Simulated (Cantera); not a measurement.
Gas-phase reforming

An isothermal, constant-pressure homogeneous reactor starts with 19.8 % CH4, 69.4 % H2O, 10.7 % H2, at 1975 K and 13300 Pa.

Computed with Cantera and GRI-Mech 3.0 (53 species, 325 reactions).

| t (s) | x CH4 | x H2O | x H2 | x CH2 | x CH2O | x HO2 |
|---|---|---|---|---|---|---|
| 1.00e-5 | 0.198 | 0.694 | 0.107 | 1.95e-7 | 1.33e-7 | <1e-12 |
| 3.72e-5 | 0.195 | 0.693 | 0.109 | 2.41e-6 | 5.50e-6 | 3.10e-12 |
| 0.000138 | 0.180 | 0.688 | 0.119 | 2.09e-5 | 0.000123 | 4.17e-11 |
| 0.000514 | 0.101 | 0.637 | 0.213 | 3.33e-5 | 0.000145 | 1.53e-10 |
| 0.00191 | 0.0316 | 0.571 | 0.317 | 1.86e-5 | 4.67e-5 | 1.84e-10 |
| 0.00711 | 0.0109 | 0.497 | 0.390 | 1.00e-5 | 1.62e-5 | 1.84e-10 |
| 0.0265 | 0.00615 | 0.398 | 0.468 | 4.35e-6 | 5.65e-6 | 9.95e-11 |
| 0.0984 | 0.000806 | 0.340 | 0.516 | 4.52e-7 | 5.34e-7 | 6.77e-11 |
| 0.366 | 3.94e-10 | 0.337 | 0.519 | <1e-12 | 3.49e-9 | 8.03e-11 |
| 1.36 | 4.41e-11 | 0.337 | 0.519 | <1e-12 | 3.49e-9 | 8.04e-11 |
| 5.06 | 4.41e-11 | 0.337 | 0.519 | <1e-12 | 3.49e-9 | 8.04e-11 |
| 18.8 | 4.41e-11 | 0.337 | 0.519 | <1e-12 | 3.49e-9 | 8.04e-11 |
| 70.0 | 4.41e-11 | 0.337 | 0.519 | <1e-12 | 3.49e-9 | 8.04e-11 |
x: mole fraction; the columns are a selection and need not sum to one.

Equilibrium at this temperature and pressure: CH4 5.29e-11, H2O 0.337, H2 0.519, CH2 <1e-12, CH2O 3.49e-9, HO2 8.04e-11 (gas phase only).
